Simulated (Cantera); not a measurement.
Input (Python, Cantera) and output of one run.

```python
import numpy as np
import cantera as ct

gas_names = """
    Br Br2 H HBr H2 Si SiBr SiBr2 SiBr3 SiBr4 SiH SiHBr3 SiH2 SiH2Br2 SiH3 SiH3Br SiH4 Si2 Si3
""".split()
cond_names = """
    Br2(cr) Br2(L) Si(cr) Si(L)
""".split()


# ... load() reads the species with a 1 bar reference pressure and builds the phases ...
atoms = {
    'Si': {'Si': 1},
    'HBr': {'H': 1, 'Br': 1},
    'H2': {'H': 2},
}
top_T = {}  # K; cautious upper limits of use, not melting points


# ... equilibrate(T, P, feed) seeds the gas with the atoms and calls Mixture.equilibrate('TP', solver="vcs", rtol=1e-11, max_steps=5000) ...
results = []
feed = {'Si': 1, 'HBr': 1.2, 'H2': 5.5}  # mol
P = 1333.22  # Pa
for T in [450, 550, 650, 750, 850, 950, 1050, 1150, 1250, 1350, 1450, 1550]:
    mix = equilibrate(T, P, feed)
    results.append((T, P, feed, dict(zip(mix.species_names, mix.species_moles))))

top = {s: max(r[3][s] / sum(r[3][g] for g in gas_names) for r in results) for s in gas_names}
cols = sorted((s for s in top if top[s] > 0.001), key=lambda s: -top[s])[:6]
seen = [c for c in cond_names if any(r[3].get(c, 0) > 1e-12 for r in results)]
print("log10 of partial pressures in bar; condensed amounts in mol")
print(f"{'T/K':>10s}" + "".join(f"{s[:9]:>10s}" for s in cols + seen))
for T, P, feed, n in results:
    ng = sum(n[g] for g in gas_names)
    print(f"{T:10.4g}" + "".join(f"{np.log10(max(n[s] / ng * P / 1e5, 1e-99)):10.3f}" for s in cols)
          + "".join(f"{n.get(c, 0):10.4g}" for c in seen))
```

Result:

```
log10 of partial pressures in bar; condensed amounts in mol
       T/K        H2       HBr     SiBr4     SiBr2    SiHBr3        Br    Si(cr)
       450    -1.896    -7.339    -3.214   -14.127    -4.747   -21.406    0.6978
       550    -1.896    -5.939    -3.217   -10.874    -4.605   -16.849     0.697
       650    -1.896    -4.977    -3.222    -8.635    -4.517   -13.694    0.6974
       750    -1.898    -4.279    -3.233    -7.004    -4.463   -11.382    0.7019
       850    -1.901    -3.754    -3.260    -5.774    -4.439    -9.617     0.716
       950    -1.908    -3.356    -3.326    -4.830    -4.458    -8.235    0.7447
      1050    -1.920    -3.064    -3.482    -4.122    -4.554    -7.141    0.7818
      1150    -1.934    -2.885    -3.845    -3.659    -4.811    -6.295    0.8028
      1250    -1.942    -2.823    -4.509    -3.452    -5.295    -5.673    0.7975
      1350    -1.944    -2.821    -5.287    -3.385    -5.863    -5.196    0.7857
      1450    -1.943    -2.832    -6.010    -3.356    -6.392    -4.798    0.7756
      1550    -1.943    -2.846    -6.654    -3.340    -6.863    -4.454    0.7683
```

Equilibrium computed with Cantera from the NASA thermochemical tables; the gas is ideal and each condensed phase is pure. The tables' values for SiBr3, SiBr are old estimates; treat these amounts as uncertain.
